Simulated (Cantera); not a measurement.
Cantera run:

```python
import numpy as np
import cantera as ct

gas_names = """
    CL CL2 H HCL H2 Si SiCL SiCL2 SiCL3 SiCL4 SiH SiHCL3 SiH2 SiH2CL2 SiH3 SiH3CL SiH4 Si2 Si3
""".split()
cond_names = """
    Si(cr) Si(L)
""".split()


# ... load() reads the species with a 1 bar reference pressure and builds the phases ...
atoms = {
    'SiCl4': {'Si': 1, 'CL': 4},
    'HCl': {'H': 1, 'CL': 1},
    'H2': {'H': 2},
}
top_T = {}  # K; cautious upper limits of use, not melting points


# ... equilibrate(T, P, feed) seeds the gas with the atoms and calls Mixture.equilibrate('TP', solver="vcs", rtol=1e-11, max_steps=5000) ...
results = []
feed = {'SiCl4': 1, 'HCl': 1.9, 'H2': 80}  # mol
T = 1050  # K
P = 1000  # Pa
mix = equilibrate(T, P, feed)
results.append((T, P, feed, dict(zip(mix.species_names, mix.species_moles))))
print(gas.report(threshold=0.001))
for i in range(1, mix.n_phases):
    print(f"{mix.phase(i).name:16s} {mix.phase_moles(i):12.5e} mol")
```

It prints:

```
       temperature   1050 K
          pressure   1000 Pa
           density   0.00055219 kg/m^3
  mean mol. weight   4.8208 kg/kmol
   phase of matter   gas

                          1 kg             1 kmol
                     ---------------   ---------------
          enthalpy        2.8047e+06        1.3521e+07  J
   internal energy        9.9376e+05        4.7907e+06  J
           entropy             44108        2.1264e+05  J/K
    Gibbs function       -4.3509e+07       -2.0975e+08  J
 heat capacity c_p            6481.6             31246  J/K
 heat capacity c_v            4756.9             22932  J/K

                      mass frac. Y      mole frac. X     chem. pot. / RT
                     ---------------   ---------------   ---------------
               HCL           0.22269          0.029446           -43.107
                H2           0.40084           0.95852           -22.276
             SiCL2          0.032605         0.0015879           -67.765
             SiCL4           0.25195         0.0071494            -131.7
            SiHCL3          0.067879          0.002416           -110.87
     [  +14 minor]          0.024036        0.00088563

Si(cr)            0.00000e+00 mol
```

Method: chemical equilibrium by Gibbs-energy minimisation in Cantera with the NASA 1993 tables (ideal gas, pure condensed phases). The tables' values for SiCl3 are old estimates; treat these amounts as uncertain.
